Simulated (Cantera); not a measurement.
Feed: 1 mol Si₃N₄, 0.04 mol H₂, 0.35 mol C, 0.22 mol CH₄, at 2.00 Pa.

Cantera equilibrium calculation (NASA polynomials, part measured and part estimated; ideal gas, pure solids and liquids). Candidate condensed phases: C, C₆H₆, C₇H₈, C₈H₁₈, Si, SiC, Si₃N₄; 105 gas species. Mutual solubility and eutectic melting of coexisting phases are not modelled. Kinetics and transport are ignored.

**Question.** Which condensed phases are stable at each of these points (T (K)): 1423, 1623, 1823, 2023, 2223, 2423, 2623, 2823?

**Answer.** 
```
T (K)           condensed phases  Si condensed (%)
-----  -------------------------  ----------------
1423   Si(s) + SiC(s) + Si₃N₄(s)             100.0
1623              Si(s) + SiC(s)              99.3
1823              Si(l) + SiC(s)              74.7
2023                      SiC(s)              15.5
2223                    gas only               0.0
2423                    gas only               0.0
2623                    gas only               0.0
2823                    gas only               0.0
```

At 1423 K the condensed part is Si(s) + SiC(s) + Si₃N₄(s). At 1623 K the condensed part is Si(s) + SiC(s). At 1823 K the condensed part is Si(l) + SiC(s). At 2023 K the condensed part is SiC(s). From 2223 K to 2823 K nothing is condensed.
